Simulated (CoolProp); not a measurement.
A simple Rankine cycle with water: condensing at 318.15 K, boiler at 4.4 MPa, turbine inlet 544.2 K, turbine efficiency 0.6, pump efficiency 0.7, no recuperator. Each further row changes one setting.

Computed with CoolProp (reference Helmholtz-energy equation of state, Wagner 2002).

```tsv
case	thermal efficiency (%)	net work (kJ/kg)	heat in (kJ/kg)	turbine exit temperature (K)	volume ratio over the turbine
as stated	20.5	545	2660	318.1	281
turbine inlet 564.2 K	20.6	561	2730	318.1	269
condensing temperature 310.15 K	21.2	571	2690	310.2	417
boiler pressure 3.08 MPa	19.6	534	2720	318.1	191
turbine efficiency 0.5	17.0	453	2660	318.1	293
```

The expansion ends wet for: as stated; turbine inlet 564.2 K; condensing temperature 310.15 K; boiler pressure 3.08 MPa; turbine efficiency 0.5.
